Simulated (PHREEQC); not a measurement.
A solution holds 6.5 mmol/kgw NH3, 0.016 mmol/kgw CO2 and 140 mmol/kgw (CH3)4NCl, at 25 °C. Closed to the air; pH follows from the charge balance.

Computed with PHREEQC (ion-association model, wateq4f.dat).

```
quantity           before    after
---------------  --------  -------
pH                  10.49     9.41
NH3 (mol/kgw)     0.00605  3.80e-5
NH4+ (mol/kgw)   0.000449  2.70e-5
CO3-2 (mol/kgw)   1.22e-5  1.92e-8
HCO3- (mol/kgw)   3.80e-6  1.41e-7
```

Task: Name the change that produced these shifts.
A. diluted 100-fold with water
B. temperature from 25 to 45 °C
C. CO2 from 1.6e-05 to 3.2e-05 mol/kgw
D. (CH3)4NCl left out

Result: A, diluted 100-fold with water

Precipitation was switched off in this run. (CH3)4N+ isn't in the database: it is added as a free cation with an ion size of 4 Å.
